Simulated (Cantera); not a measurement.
# NO annealing gas

An isothermal, constant-pressure homogeneous reactor starts with 47.1 % NO, 51.9 % N2, 0.990 % H2O, at 2025 K and 52.5 Torr.

Detailed kinetics in Cantera: GRI-Mech 3.0 (53 species, 325 reactions).

```csv
t (s),x NO,x O2,x O,x N2,x N2O,x NO2
1.00e-6,0.471,<1e-12,2.16e-8,0.519,2.16e-8,2.63e-12
7.65e-6,0.471,3.54e-11,1.64e-7,0.519,1.65e-7,1.55e-10
5.86e-5,0.471,2.00e-9,1.16e-6,0.519,1.26e-6,9.58e-9
0.000448,0.471,1.17e-7,5.49e-6,0.519,9.24e-6,6.90e-7
0.00343,0.471,2.39e-5,2.95e-5,0.519,5.11e-5,2.09e-5
0.0262,0.469,0.00105,0.000127,0.519,4.55e-5,1.43e-5
0.201,0.453,0.00908,0.000331,0.528,5.11e-5,3.93e-5
1.54,0.323,0.0734,0.000861,0.592,2.80e-5,8.22e-5
11.8,0.0267,0.221,0.00145,0.740,2.87e-7,1.20e-5
90.0,0.00840,0.230,0.00148,0.749,1.22e-7,3.85e-6
```
x: mole fraction; the columns are a selection and need not sum to one.

Equilibrium at this temperature and pressure: NO 0.00840, O2 0.230, O 0.00148, N2 0.749, N2O 1.22e-7, NO2 3.85e-6 (gas phase only).
